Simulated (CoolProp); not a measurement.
Decamethylcyclopentasiloxane (D5) at 542.75 K and 0.244 MPa is compressed adiabatically to 0.864 MPa with isentropic efficiency 0.6. Each further row changes one setting.

Model: reference Helmholtz-energy equation of state, Thol 2019, in CoolProp.

```json
[
 {"case": "as stated", "work (kJ/kg)": "12.9", "final temperature (K)": "589.3", "final density (kg/m³)": "556"},
 {"case": "efficiency 1", "work (kJ/kg)": "7.72", "final temperature (K)": "___", "final density (kg/m³)": "___"},
 {"case": "efficiency 0.65", "work (kJ/kg)": "11.9", "final temperature (K)": "___", "final density (kg/m³)": "___"}
]
```

Problem. Some entries are withheld; supply them.

Solution. 
- efficiency 1, final temperature (K): 587.1
- efficiency 1, final density (kg/m³): 563
- efficiency 0.65, final temperature (K): 588.9
- efficiency 0.65, final density (kg/m³): 557
